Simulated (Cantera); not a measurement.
Charge: 1 mol S, 0.89 mol H₂O, 5.7 mol N₂, held at 1650 K and 58500 Torr.

These are equilibrium values from Cantera (NASA tables, ideal gas, pure condensed phases), not measurements of a reactor. Candidate condensed phases: H₂O, H₂SO₄, S; 35 gas species. The ideal-gas law is rough above about 30 bar. Equilibrium is a limit: real reactors are often held back by kinetics, nucleation or transport.

Base state: N₂ 0.808, H₂O 0.0892, S₂ 0.0455, H₂S 0.0287, SO₂ 0.0174, H₂ 0.00810, S₂O 0.00187, SH 0.000534 (mole fractions); condensed: gas only.

### Question
What changes in the equilibrium state with this change: temperature from 1650 K to 3273.15 K?

### Answer
```
species    before     after
-------  --------  --------
N₂          0.808     0.776
H₂        0.00810    0.0522
H₂O        0.0892    0.0500
SO       0.000426    0.0299
SH       0.000534    0.0151
H₂S        0.0287   0.00550
S₂         0.0455    0.0279
SO₂        0.0174    0.0174
O           <1e-9  0.000342
O₂          <1e-9  0.000127
NO        7.71e-8   0.00158
```

### Question
What changes in the equilibrium state with this change: pressure from 58500 Torr to 2.18 Torr?

### Answer
| species | before | after |
|---|---|---|
| N₂ | 0.808 | 0.790 |
| H₂O | 0.0892 | 0.0620 |
| H₂ | 0.00810 | 0.0591 |
| H₂S | 0.0287 | 0.00134 |
| SO₂ | 0.0174 | 0.0271 |
| S₂ | 0.0455 | 0.0502 |
| H | 9.26e-7 | 0.000410 |
| S | 4.79e-6 | 0.000825 |

### Question
What changes in the equilibrium state with this change: H₂O from 0.89 to 4 mol?

### Answer
```csv
species,before,after
N₂,0.808,0.562
H₂O,0.0892,0.338
H₂S,0.0287,0.0377
S₂,0.0455,0.0152
H₂,0.00810,0.0185
SO₂,0.0174,0.0275
S₂O,0.00187,0.00103
SH,0.000534,0.000466
```
